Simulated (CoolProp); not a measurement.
C2F6 (R116) at 298.15 K and 2.19 MPa is compressed adiabatically to 8.43 MPa with isentropic efficiency 0.75. Each further row changes one setting.

The numbers come from the reference Helmholtz-energy equation of state, Lemmon 2006 in CoolProp. It is a short technical equation, of lower accuracy than the large ones.

```
case             work (kJ/kg)  final temperature (K)  final density (kg/m³)
---------------  ------------  ---------------------  ---------------------
as stated                21.6                  359.0                    637
efficiency 1       (withheld)                  355.0             (withheld)
efficiency 0.65          25.0             (withheld)                    621
```

Complete the blanks.


- efficiency 1, work (kJ/kg): 16.2
- efficiency 1, final density (kg/m³): 665
- efficiency 0.65, final temperature (K): 361.5
